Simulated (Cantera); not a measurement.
A closed system holds: 1 mol MgO, 0.59 mol SO3, 2.2 mol CO2, at 723 K.

Equilibrium computed with Cantera from the NASA thermochemical tables; the gas is ideal and each condensed phase is pure. Candidate condensed phases: C, Mg, MgCO3, MgO, MgS, MgSO4, S; 26 gas species. The numbers say what is thermodynamically allowed, not how fast it happens.

Which condensed phases are stable at each of these points (P (Pa)): 1000, 3000, 8800, 26000, 77000, 230000, 680000, 2000000?


```csv
P (Pa),condensed phases,Mg condensed (%)
1000,MgO(s) + MgSO4(s),100.0
3000,MgO(s) + MgSO4(s),100.0
8800,MgO(s) + MgSO4(s),100.0
26000,MgO(s) + MgSO4(s),100.0
77000,MgO(s) + MgSO4(s),100.0
230000,MgO(s) + MgSO4(s),100.0
680000,MgCO3(s) + MgSO4(s),100.0
2000000,MgCO3(s) + MgSO4(s),100.0
```

From 10.0 mbar to 2.30 bar the condensed part is MgO(s) + MgSO4(s). From 6.80 bar to 20.0 bar the condensed part is MgCO3(s) + MgSO4(s).
